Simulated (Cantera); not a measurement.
Charge: 1 mol CuO, 1 mol F₂, at 1323 K and 0.100 bar.

Method: chemical equilibrium by Gibbs-energy minimisation in Cantera with the NASA 1993 tables (ideal gas, pure condensed phases). Candidate condensed phases: Cu, CuF₂, CuO, Cu₂O; 13 gas species. Kinetics and transport are ignored.

Base state: O₂ 0.935, CuF₂ 0.0648, CuF 0.000310, F 0.000310 (mole fractions); condensed: CuF₂(l).

Problem. What changes in the equilibrium state with this change: pressure from 0.100 bar to 13.3 mbar?

Solution. 
| species | before | after |
|---|---|---|
| O₂ | 0.935 | 0.509 |
| CuF₂ | 0.0648 | 0.486 |
| CuF | 0.000310 | 0.00232 |
| F | 0.000310 | 0.00232 |
| CuF₂(l), mol | 0.965 | 0.521 |
